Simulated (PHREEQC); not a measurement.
# Alkaline etch or developer: speciation

Make-up at 91 °C: 0.02 mol TMAH, 9.8e-05 mol K2SiO3 and 0.0011 mol Na2CO3 per kg of water. Closed to the air; pH follows from the charge balance.

Model: ion-association model, phreeqc.dat, run in PHREEQC.

Each row changes one thing in this solution. No solid was allowed to form.

| case | pH | ionic strength (mol/kgw) | H3SiO4- (mol/kgw) | H2SiO4-2 (mol/kgw) | H4SiO4 (mol/kgw) | SI of Quartz (SiO2) |
|---|---|---|---|---|---|---|
| as made | 10.62 | 0.0229 | 8.81e-5 | 7.35e-6 | 2.55e-6 | -2.41 |
| Na2CO3 from 0.0011 to 0.0055 mol/kgw | 10.62 | 0.0308 | 8.78e-5 | [?] | [?] | -2.41 |
| temperature from 91 to 30 °C | 12.07 | 0.0234 | 8.37e-5 | 1.40e-5 | 3.49e-7 | -2.55 |
| Na2CO3 left out | 10.62 | 0.0202 | 8.82e-5 | 7.21e-6 | 2.57e-6 | -2.40 |
| diluted 100-fold with water | 8.71 | [?] | 2.60e-7 | [?] | [?] | -2.96 |

Task: Some entries are withheld; supply them.

Result: 
- Na2CO3 from 0.0011 to 0.0055 mol/kgw, H2SiO4-2 (mol/kgw): 7.68e-6
- Na2CO3 from 0.0011 to 0.0055 mol/kgw, H4SiO4 (mol/kgw): 2.50e-6
- diluted 100-fold with water, ionic strength (mol/kgw): 0.000224
- diluted 100-fold with water, H2SiO4-2 (mol/kgw): 1.76e-10
- diluted 100-fold with water, H4SiO4 (mol/kgw): 7.19e-7

(CH3)4N+ isn't in the database: it is added as a free cation with an ion size of 4 Å. Away from 25 °C the constants follow the database's enthalpies or fits; those with neither stay at their 25 °C values.
